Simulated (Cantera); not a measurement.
An adiabatic, constant-pressure homogeneous reactor starts with CH₄ : C₂H₆ : C₃H₈ : O₂ : N₂ = 1 : 0.29 : 0.42 : 7.52 : 28.3 (molar parts), equivalence ratio 0.68, at 1050 K and 0.710 bar. Integrator tolerance rtol = 1e-08.

Detailed kinetics in Cantera: GRI-Mech 3.0 (53 species, 325 reactions). GRI-Mech 3.0 was tuned for natural gas; its chemistry of propane as a main component is partial and can be far from experiment.

Task: What does this change do: constant volume in place of constant pressure?

Result: 
| quantity | before | after |
|---|---|---|
| time of steepest temperature rise | 38.8 ms | 36.7 ms |
| temperature at 1.00 s | 2343 K | 2571 K |
| equilibrium temperature | 2343 K | 2571 K |
| x(CH₄) at 1.00 s | <1e-12 (gas-phase equilibrium <1e-12) | <1e-12 (gas-phase equilibrium <1e-12) |
| x(C₂H₆) at 1.00 s | <1e-12 (gas-phase equilibrium <1e-12) | <1e-12 (gas-phase equilibrium <1e-12) |
| x(C₃H₈) at 1.00 s | <1e-12 (gas-phase equilibrium <1e-12) | <1e-12 (gas-phase equilibrium <1e-12) |
| x(NO₂) at 1.00 s | 4.16e-6 (gas-phase equilibrium 4.16e-6) | 7.62e-6 (gas-phase equilibrium 7.62e-6) |
| x(CH₂O) at 1.00 s | 2.15e-12 (gas-phase equilibrium 2.15e-12) | 2.12e-11 (gas-phase equilibrium 2.12e-11) |

Task: What does this change do: initial temperature 1050 to 1775 K?

Result: 
```tsv
quantity	before	after
time of steepest temperature rise	38.8 ms	24.1 µs
temperature at 1.00 s	2343 K	2695 K
equilibrium temperature	2343 K	2695 K
x(CH₄) at 1.00 s	<1e-12 (gas-phase equilibrium <1e-12)	<1e-12 (gas-phase equilibrium <1e-12)
x(C₂H₆) at 1.00 s	<1e-12 (gas-phase equilibrium <1e-12)	<1e-12 (gas-phase equilibrium <1e-12)
x(C₃H₈) at 1.00 s	<1e-12 (gas-phase equilibrium <1e-12)	<1e-12 (gas-phase equilibrium <1e-12)
x(NO₂) at 1.00 s	4.16e-6 (gas-phase equilibrium 4.16e-6)	5.29e-6 (gas-phase equilibrium 5.29e-6)
x(CH₂O) at 1.00 s	2.15e-12 (gas-phase equilibrium 2.15e-12)	4.47e-11 (gas-phase equilibrium 4.47e-11)
```

Task: What does this change do: initial temperature 1050 to 1650 K?

Result: 
```csv
quantity,before,after
time of steepest temperature rise,38.8 ms,43.4 µs
temperature at 1.00 s,2343 K,2645 K
equilibrium temperature,2343 K,2645 K
x(CH₄) at 1.00 s,<1e-12 (gas-phase equilibrium <1e-12),<1e-12 (gas-phase equilibrium <1e-12)
x(C₂H₆) at 1.00 s,<1e-12 (gas-phase equilibrium <1e-12),<1e-12 (gas-phase equilibrium <1e-12)
x(C₃H₈) at 1.00 s,<1e-12 (gas-phase equilibrium <1e-12),<1e-12 (gas-phase equilibrium <1e-12)
x(NO₂) at 1.00 s,4.16e-6 (gas-phase equilibrium 4.16e-6),5.13e-6 (gas-phase equilibrium 5.13e-6)
x(CH₂O) at 1.00 s,2.15e-12 (gas-phase equilibrium 2.15e-12),3.18e-11 (gas-phase equilibrium 3.18e-11)
```
